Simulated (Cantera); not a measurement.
Input: 1 mol Al(CH₃)₃, 0.75 mol O₂, 270 mol H₂, 47 mol N₂, at 0.00200 bar.

Method: chemical equilibrium by Gibbs-energy minimisation in Cantera with the NASA 1993 tables (ideal gas, pure condensed phases). Candidate condensed phases: Al, AlN, Al₂O₃, C, C₆H₆, C₇H₈, C₈H₁₈, H₂O; 148 gas species. The feed counts by its element totals alone. Mutual solubility and eutectic melting of coexisting phases are not modelled. Rates play no part.

x: gas mole fraction; n: condensed amount in mol.

| T (°C) | x H₂ | x N₂ | x CO | x H | x HCN | x Al | x C₂H₂ (acetylene) | n AlN(s) | n Al₂O₃(s) | n C(graphite) |
|---|---|---|---|---|---|---|---|---|---|---|
| 825 | 0.853 | 0.146 | 0.000550 | 5.11e-7 | 7.64e-6 | <1e-12 | 1.09e-8 | 0.118 | 0.441 | 2.80 |
| 875 | 0.853 | 0.145 | 0.00166 | 1.48e-6 | 1.44e-5 | <1e-12 | 3.17e-8 | 0.356 | 0.322 | 2.45 |
| 925 | 0.851 | 0.144 | 0.00455 | ___ | ___ | ___ | ___ | 0.979 | ___ | 1.52 |
| 975 | 0.851 | 0.144 | 0.00465 | 9.63e-6 | 4.35e-5 | 5.89e-11 | 2.07e-7 | 1.00 | 0 | 1.48 |
| 1025 | 0.851 | 0.144 | 0.00465 | ___ | ___ | ___ | ___ | 1.00 | 0 | 1.47 |
| 1075 | 0.851 | 0.144 | 0.00465 | 4.77e-5 | 0.000112 | 5.69e-9 | 1.02e-6 | 1.000 | 0 | 1.46 |
| 1125 | 0.851 | 0.144 | 0.00465 | 9.76e-5 | 0.000171 | 4.37e-8 | 2.09e-6 | 1.000 | 0 | 1.44 |
| 1175 | 0.851 | 0.144 | 0.00465 | 0.000190 | 0.000253 | 2.91e-7 | 4.04e-6 | 1.000 | 0 | 1.41 |
| 1225 | 0.851 | 0.144 | 0.00465 | 0.000354 | 0.000365 | 1.70e-6 | 7.50e-6 | 0.999 | 0 | 1.37 |
| 1275 | 0.850 | 0.144 | 0.00465 | 0.000635 | 0.000513 | 8.88e-6 | 1.33e-5 | 0.997 | 0 | 1.32 |
| 1325 | 0.850 | 0.144 | 0.00465 | 0.00110 | 0.000707 | 4.17e-5 | 2.29e-5 | 0.986 | 0 | 1.25 |
| 1375 | 0.849 | 0.144 | 0.00465 | 0.00183 | 0.000953 | 0.000178 | 3.80e-5 | 0.941 | 0 | 1.16 |
| 1425 | 0.847 | 0.144 | 0.00464 | 0.00298 | 0.00126 | 0.000697 | 6.10e-5 | 0.769 | 0 | 1.04 |

Problem. Some entries are withheld; supply them.

Solution. 
- 925, x H: 3.92e-6
- 925, x HCN: 2.55e-5
- 925, x Al: 4.48e-12
- 925, x C₂H₂ (acetylene): 8.42e-8
- 925, n Al₂O₃(s): 0.0106
- 1025, x H: 2.21e-5
- 1025, x HCN: 7.12e-5
- 1025, x Al: 6.33e-10
- 1025, x C₂H₂ (acetylene): 4.75e-7
